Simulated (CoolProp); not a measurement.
A single-stage vapour-compression cycle with R11: evaporating at 295.15 K (dew point), condensing at 318.15 K (bubble point), superheat 8 K, subcooling 5 K, compressor efficiency 0.8, no pressure losses. Each further row changes one setting.

Computed with CoolProp (reference Helmholtz-energy equation of state, Jacobsen 1992).

| case | cooling COP | pressure ratio | discharge temperature (K) | refrigerating effect (kJ/kg) | volumetric capacity (kJ/m³) |
|---|---|---|---|---|---|
| as stated | 9.82 | 2.13 | 334.7 | 171 | 916 |
| evaporating temperature 300.15 K | ? | ? | 332.5 | 173 | 1100 |
| condensing temperature 313.15 K | 12.7 | 1.83 | 328.1 | 175 | 940 |
| subcooling 10 K | 10.1 | 2.13 | 334.7 | 175 | 940 |
| superheat 18 K | ? | 2.13 | 345.3 | 177 | 915 |
| compressor efficiency 0.7 | 8.60 | 2.13 | 338.6 | 171 | 916 |

**Question.** What belongs in the gaps?

**Answer.** 
- evaporating temperature 300.15 K, cooling COP: 12.9
- evaporating temperature 300.15 K, pressure ratio: 1.79
- superheat 18 K, cooling COP: 9.81
